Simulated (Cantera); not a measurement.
Feed: 1 mol Cu2O, 0.5 mol C, 3.3 mol N2, equilibrated at 1923.15 K and 0.263 Torr.

Method: chemical equilibrium by Gibbs-energy minimisation in Cantera with the NASA 1993 tables (ideal gas, pure condensed phases). Candidate condensed phases: C, Cu, CuO, Cu2O; 27 gas species. The numbers say what is thermodynamically allowed, not how fast it happens.

Base state: N2 0.561, Cu 0.340, CO2 0.0624, CO 0.0228, O2 0.00983, O 0.00192, NO 0.00112, CuO 7.29e-5 (mole fractions); condensed: gas only.

Task: What changes in the equilibrium state with this change: pressure from 0.263 Torr to 75.0 Torr?

Result: 
| species | before | after |
|---|---|---|
| N2 | 0.561 | 0.848 |
| CO2 | 0.0624 | 0.123 |
| Cu | 0.340 | 0.0205 |
| CO | 0.0228 | 0.00545 |
| O | 0.00192 | 5.55e-5 |
| O2 | 0.00983 | 0.00234 |
| CuO | 7.29e-5 | 3.62e-5 |
| NO | 0.00112 | 0.000674 |
| Cu(l), mol | 0 | 1.92 |

Task: What changes in the equilibrium state with this change: Cu2O replaced by Fe2O3?

Result: 
| species | before | after |
|---|---|---|
| N2 | 0.561 | 0.836 |
| CO2 | 0.0624 | 0.0996 |
| CO | 0.0228 | 0.0272 |
| Cu | 0.340 | 0 |
| Fe | 0 | 0.0125 |
| O2 | 0.00983 | 0.0176 |
| FeO | 0 | 0.00324 |
| CuO | 7.29e-5 | 0 |
| Cu2 | 6.23e-5 | 0 |
| NO | 0.00112 | 0.00183 |
| O | 0.00192 | 0.00257 |
| FeO(l), mol | 0 | 1.94 |
The tables' stoichiometric FeO is somewhat more stable than real wüstite, so its field is too wide. FeO: taken at fixed stoichiometry. Further candidate phases: Fe, Fe(CO)5, FeO, Fe2O3, Fe3O4.
